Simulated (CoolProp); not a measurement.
Vapour-liquid equilibrium of methane (1) + ethylene (2) at 128.9 K; x and y are mole fractions of (1).

Computed with CoolProp (multi-fluid Helmholtz-energy mixture model, Setzmann 1991 and Smukala 2000; pair parameters Bell 2016).

| x | bubble pressure, mixture model (MPa) | bubble pressure, Raoult's law (MPa) | y, mixture model | y, Raoult's law |
|---|---|---|---|---|
| 0.05 | 0.03202 | 0.02091 | 0.881 | 0.822 |
| 0.15 | 0.08302 | 0.05489 | 0.958 | 0.939 |
| 0.25 | 0.1266 | 0.08886 | 0.974 | 0.967 |
| 0.35 | 0.1631 | 0.1228 | 0.982 | 0.979 |
| 0.45 | 0.1939 | 0.1568 | 0.986 | 0.986 |
| 0.55 | 0.2207 | 0.1908 | 0.989 | 0.991 |
| 0.65 | 0.2453 | 0.2247 | 0.991 | 0.994 |
| 0.75 | 0.2697 | 0.2587 | 0.994 | 0.996 |
| 0.85 | 0.2959 | 0.2927 | 0.996 | 0.998 |
| 0.95 | 0.3262 | 0.3267 | 0.998 | 0.999 |

The largest gap from Raoult's law is +53.1 % in bubble pressure, at x = 0.05. No azeotrope shows between x = 0.05 and 0.95.

The pair parameters rest on a limited set of measurements; away from them the model extrapolates. With so large a gap from Raoult's law the liquid may split in two, which this calculation doesn't test in full.
